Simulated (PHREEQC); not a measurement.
## Alkaline etch or developer: an equilibrium model

Dissolve 0.011 mol TMAH per kg of water at 25 °C. Closed to the air; pH follows from the charge balance.

Equilibrium calculation in PHREEQC: ion-association model, phreeqc.dat.

Precipitation was switched off in this run.

Problem. Estimate the pH.

Solution. pH 11.99.

Species that the database lacks are ignored. (CH3)4N+ isn't in the database: it is added as a free cation with an ion size of 4 Å.
